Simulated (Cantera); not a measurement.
An isothermal plug-flow reactor at 675 K and 760 Torr (inlet), inlet velocity 0.1 m/s, active area per volume 100 1/m; feed CO : O2 : N2 : H2O = 0.0097 : 0.016 : 0.79 : 0.039 (molar parts).

Cantera simulation using Deutschmann's 1995 Pt surface mechanism with GRI-Mech 3.0 gas chemistry; the numbers are that mechanism's predictions, not measurements. Catalytic surfaces can have several steady states; this one follows from the mechanism file's or the stated starting coverage. Mass transfer to the wall is taken as infinitely fast.

Task: Predict: x(CO) at z = 0.034 m; x(O2) at z = 0.034 m; x(H2O) at z = 0.034 m; x(CO2) at z = 0.034 m; θ(free Pt) at the exit; θ(O*) at the exit; θ(OH*) at the exit.

Result: 
```json
{
  "x(CO) at z = 0.034 m": "0.000223",
  "x(O2) at z = 0.034 m": "0.0132",
  "x(H2O) at z = 0.034 m": "0.0459",
  "x(CO2) at z = 0.034 m": "0.0112",
  "θ(free Pt) at the exit": "0.0139",
  "θ(O*) at the exit": "0.980",
  "θ(OH*) at the exit": "0.00586"
}
```
